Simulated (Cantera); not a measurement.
Counterflow diffusion flame

A counterflow diffusion flame at 0.543 atm, nozzles 20 mm apart: fuel side CH₄ : H₂ = 1 : 0.12 (molar parts) at 575 K, oxidiser side O₂ : N₂ = 0.2 : 0.8 (molar parts) at 400 K, fuel mass flux 0.66 times the oxidiser's; mixture-averaged transport, no radiation.

Detailed kinetics in Cantera: GRI-Mech 3.0 (53 species, 325 reactions). GRI-Mech 3.0 has no aromatics or soot, which form on the fuel side of real flames. The maximum strain rate includes the flame's own expansion and is several times the mean. A flux with no burning solution from the previous one only brackets extinction.

```json
[
 {"oxidiser flux (kg/m²/s)": "0.33", "max strain (1/s)": "388", "mean strain (1/s)": "99.7", "T max (K)": "1976", "peak x OH": "0.00719", "peak x H": "0.00640", "peak x NO": "0.000134", "peak x CO": "0.0484", "peak x C₂H₂": "0.00984"},
 {"oxidiser flux (kg/m²/s)": "0.49", "max strain (1/s)": "545", "mean strain (1/s)": "148", "T max (K)": "1950", "peak x OH": "0.00678", "peak x H": "0.00652", "peak x NO": "0.000103", "peak x CO": "0.0484", "peak x C₂H₂": "0.00888"},
 {"oxidiser flux (kg/m²/s)": "0.73", "max strain (1/s)": "757", "mean strain (1/s)": "221", "T max (K)": "1922", "peak x OH": "0.00631", "peak x H": "0.00651", "peak x NO": "7.31e-5", "peak x CO": "0.0490", "peak x C₂H₂": "0.00773"},
 {"oxidiser flux (kg/m²/s)": "1.1", "max strain (1/s)": "1110", "mean strain (1/s)": "332", "T max (K)": "1879", "peak x OH": "0.00551", "peak x H": "0.00616", "peak x NO": "4.26e-5", "peak x CO": "0.0501", "peak x C₂H₂": "0.00596"},
 {"oxidiser flux (kg/m²/s)": "1.6", "max strain (1/s)": "1550", "mean strain (1/s)": "484", "T max (K)": "1792", "peak x OH": "0.00396", "peak x H": "0.00479", "peak x NO": "1.39e-5", "peak x CO": "0.0508", "peak x C₂H₂": "0.00312"}
]
```
x: mole fraction; the columns are a selection and need not sum to one.

At the next flux tried, 2.4 kg/m²/s, no burning solution was found from the previous one.
